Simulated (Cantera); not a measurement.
**Chlorosilane synthesis and conversion: SiCl₄ + Cl₂ + H₂**

A closed system holds: 1 mol SiCl₄, 0.69 mol Cl₂, 7.7 mol H₂, equilibrated at 0.110 bar.

Cantera equilibrium calculation (NASA polynomials, part measured and part estimated; ideal gas, pure solids and liquids). Candidate condensed phases: Si; 19 gas species. The tables' values for SiCl₃ are old estimates; treat these amounts as uncertain. The numbers say what is thermodynamically allowed, not how fast it happens.

```tsv
T (°C)	x H₂	x HCl	x SiCl₄	x SiCl₂	x SiCl₃	x SiHCl₃	x SiH₂Cl₂
702	0.743	0.150	0.103	4.50e-6	0.000128	0.00293	8.69e-6
777	0.741	0.153	0.101	5.84e-5	0.000570	0.00507	2.91e-5
852	0.736	0.158	0.0960	0.000503	0.00198	0.00778	7.74e-5
927	0.726	0.168	0.0872	0.00288	0.00535	0.0103	0.000158
1002	0.707	0.188	0.0722	0.0105	0.0108	0.0110	0.000231
1077	0.679	0.218	0.0520	0.0252	0.0162	0.00926	0.000240
1152	0.647	0.252	0.0318	0.0436	0.0188	0.00639	0.000196
1227	0.621	0.280	0.0166	0.0607	0.0178	0.00381	0.000139
1302	0.603	0.299	0.00773	0.0733	0.0147	0.00208	9.27e-5
```
x: gas mole fraction; nothing condenses.

From 702 °C to 1302 °C nothing is condensed. The main Si-bearing gas is SiCl₄ at 702 °C and SiCl₂ at 1302 °C.
